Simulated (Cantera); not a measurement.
Mixture: C3H8 : O2 : N2 : H2O = 1 : 12.2 : 45.9 : 2.1 (molar parts), equivalence ratio 0.41, at 10.0 bar, adiabatic and at constant pressure. Ignition delay is the time to a rise of 400 K.

Cantera simulation using GRI-Mech 3.0 (53 species, 325 reactions); the numbers are that mechanism's predictions, not measurements. GRI-Mech 3.0 was tuned for natural gas; its chemistry of propane as a main component is partial and can be far from experiment.

What does this change do: pressure from 10.0 bar to 5.00 bar?


```csv
quantity,before,after
delay at 1150 K,3.46 ms,5.92 ms
delay at 1250 K,0.614 ms,0.938 ms
delay at 1350 K,0.131 ms,0.188 ms
delay at 1450 K,36.0 µs,51.0 µs
apparent activation energy between 1400 and 1500 K,200 kJ/mol,200 kJ/mol
```
